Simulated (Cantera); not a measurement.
A freely propagating, adiabatic, planar premixed flame of 4.94 % CO, 3.31 % H2, 7.41 % CH4, 19.5 % O2, 64.3 % N2, 0.544 % H2O, equivalence ratio 0.97, unburnt at 498 K and 0.970 bar; mixture-averaged transport, grid criteria slope 0.08 and curve 0.16, no radiation.

Computed with Cantera and GRI-Mech 3.0 (53 species, 325 reactions). Burning velocities carry a grid error of a few per cent, more on coarse grids.

x: mole fraction of selected species; z is measured from the peak of heat release.

| z (mm) | T (K) | u (m/s) | x CO | x H2 | x CH4 | x HCN | x CH2 | x C2H2 |
|---|---|---|---|---|---|---|---|---|
| -0.882 | 498 | 1.48 | 0.0494 | 0.0331 | 0.0741 | <1e-8 | <1e-8 | <1e-8 |
| -0.588 | 499 | 1.49 | 0.0494 | 0.0330 | 0.0741 | <1e-8 | <1e-8 | <1e-8 |
| -0.441 | 500 | 1.49 | 0.0495 | 0.0328 | 0.0741 | <1e-8 | <1e-8 | <1e-8 |
| -0.294 | 522 | 1.55 | 0.0496 | 0.0323 | 0.0732 | <1e-8 | <1e-8 | 7.92e-8 |
| -0.147 | 819 | 2.45 | 0.0544 | 0.0313 | 0.0601 | 1.22e-7 | ? | 3.27e-6 |
| -0.0735 | 1241 | 3.75 | 0.0656 | 0.0304 | 0.0370 | 4.85e-7 | ? | 1.45e-5 |
| 0 | 1670 | 5.08 | 0.0787 | 0.0268 | 0.0101 | 1.26e-6 | ? | 3.66e-5 |
| 0.0735 | 1860 | 5.66 | 0.0748 | 0.0198 | 0.000927 | 1.25e-6 | ? | 9.13e-6 |
| 0.147 | 1920 | 5.81 | 0.0630 | 0.0161 | 4.48e-5 | 5.44e-7 | ? | 3.66e-7 |
| 0.294 | 1987 | 5.97 | 0.0489 | 0.0153 | 1.45e-7 | 7.11e-8 | <1e-8 | <1e-8 |
| 0.588 | 2072 | 6.17 | 0.0403 | 0.0147 | <1e-8 | <1e-8 | <1e-8 | <1e-8 |
| 1.18 | 2171 | 6.42 | 0.0359 | 0.0127 | <1e-8 | <1e-8 | <1e-8 | <1e-8 |
| 2.35 | 2268 | 6.67 | 0.0311 | 0.0101 | <1e-8 | <1e-8 | <1e-8 | <1e-8 |

What belongs in the gaps?


- -0.147, x CH2: 3.40e-7
- -0.0735, x CH2: 7.72e-6
- 0, x CH2: 4.47e-5
- 0.0735, x CH2: 1.42e-5
- 0.147, x CH2: 9.34e-7
